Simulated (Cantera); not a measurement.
A freely propagating, adiabatic, planar premixed flame of H2 : O2 : N2 : H2O = 1 : 0.926 : 3.48 : 0.25 (molar parts), equivalence ratio 0.54, unburnt at 500 K and 1.01 bar; multicomponent transport, grid criteria slope 0.08 and curve 0.16, no radiation.

Computed with Cantera and the H2/O2 subset of GRI-Mech 3.0, which has no nitrogen chemistry. Burning velocities carry a grid error of a few per cent, more on coarse grids. Lean hydrogen flames are cellular in practice and burn faster than this planar one.

x: mole fraction of selected species; z is measured from the peak of heat release.

```tsv
z (mm)	T (K)	u (m/s)	x H2	x O2	x H2O	x HO2	x OH	x O
-1.17	500	1.65	0.177	0.164	0.0442	<1e-8	<1e-8	<1e-8
-0.779	500	1.64	0.175	0.164	0.0443	9.60e-8	<1e-8	<1e-8
-0.584	501	1.64	0.173	0.164	0.0445	8.81e-7	<1e-8	<1e-8
-0.389	505	1.64	0.165	0.166	0.0452	[?]	<1e-8	[?]
-0.195	596	1.88	0.132	0.168	0.0564	0.000313	4.43e-5	9.88e-6
-0.0973	843	2.60	0.0953	0.158	0.0890	0.000275	0.000488	0.000243
0	1154	3.51	0.0533	0.132	0.143	0.000143	0.00171	0.00196
0.0973	1377	4.18	0.0236	0.106	0.188	8.55e-5	0.00424	0.00448
0.195	1505	4.56	0.0114	0.0928	0.209	5.98e-5	0.00609	0.00526
0.389	1630	4.92	0.00543	0.0866	0.222	3.76e-5	0.00680	0.00408
0.779	1717	5.16	0.00264	0.0851	0.230	1.98e-5	0.00558	0.00204
1.56	1761	5.28	0.000987	0.0850	0.234	8.23e-6	0.00366	0.000758
3.11	1779	5.33	[?]	0.0853	0.236	[?]	[?]	[?]
```

Some entries are withheld; supply them.


- -0.389, x HO2: 9.77e-6
- -0.389, x O: 7.53e-8
- 3.11, x H2: 0.000309
- 3.11, x HO2: 2.99e-6
- 3.11, x OH: 0.00212
- 3.11, x O: 0.000240
